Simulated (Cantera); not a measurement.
Charge: 1 mol N2O, 8.8 mol H2O, 18 mol H2, at 585 Torr.

Cantera equilibrium calculation (NASA polynomials, part measured and part estimated; ideal gas, pure solids and liquids). Candidate condensed phases: H2O; 47 gas species. Ions and electrons are included (thermal ionisation). The numbers say what is thermodynamically allowed, not how fast it happens. All values below are at 4000 K.

Base state: H 0.666, H2 0.136, O 0.116, OH 0.0421, N2 0.0174, H2O 0.0147, O2 0.00472, NO 0.00263 (mole fractions); condensed: gas only.

What changes in the equilibrium state with this change: N2O replaced by HCl?


```
species    before    after
-------  --------  -------
H           0.666    0.678
H2          0.136    0.141
O           0.116    0.105
N2         0.0174        0
Cl              0   0.0143
OH         0.0421   0.0390
H2O        0.0147   0.0139
HCl             0  0.00457
NO        0.00263        0
N        0.000265        0
NH        1.20e-5        0
O2        0.00472  0.00391
```
